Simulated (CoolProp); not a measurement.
100 sccm (0 °C, 1 atm) of nitrogen bubbles through liquid hexamethyldisiloxane (MM) at 278.7 K and leaves saturated at a total pressure of 0.0208 MPa (ideal gas phase). Each further row changes one setting.

Model: reference Helmholtz-energy equation of state, Thol 2016, in CoolProp.

| case | vapour pressure (kPa) | mole fraction of vapour | delivery (mg/min) | delivery (sccm) | change of delivery for a bath 1 K warmer (%) |
|---|---|---|---|---|---|
| as stated | 1.91 | ___ | ___ | ___ | 6.8 |
| bath temperature 283.7 K | ___ | 0.123 | ___ | ___ | 6.8 |
| total pressure 0.0416 MPa | 1.91 | 0.0458 | ___ | 4.80 | ___ |

Q: Some entries are withheld; supply them.

A: 
- as stated, mole fraction of vapour: 0.0917
- as stated, delivery (mg/min): 73.1
- as stated, delivery (sccm): 10.1
- bath temperature 283.7 K, vapour pressure (kPa): 2.56
- bath temperature 283.7 K, delivery (mg/min): 102
- bath temperature 283.7 K, delivery (sccm): 14.0
- total pressure 0.0416 MPa, delivery (mg/min): 34.8
- total pressure 0.0416 MPa, change of delivery for a bath 1 K warmer (%): 6.5
